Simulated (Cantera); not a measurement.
An isothermal plug-flow reactor at 923 K and 500000 Pa (inlet), inlet velocity 1.1 m/s, active area per volume 210 1/m; feed 0.782 % CO, 8.39 % O2, 90.8 % N2, equivalence ratio 0.047.

Detailed kinetics in Cantera: Deutschmann's 1995 Pt surface mechanism with GRI-Mech 3.0 gas chemistry. Catalytic surfaces can have several steady states; this one follows from the mechanism file's or the stated starting coverage. Mass transfer to the wall is taken as infinitely fast.

One state of this run: x CO = 0.00401; x O2 = 0.0822; x H2O = <1e-12; x CO2 = 0.00382; θ free Pt = 0.163; θ O* = 0.828; θ CO* = 0.00903. x: gas mole fraction; θ: surface coverage.

### Question
Which value of z (m) does it belong to?
(A) 0.0015
(B) 0.00053
(C) 0.00019
(D) 0.00011

### Answer
D, 0.00011
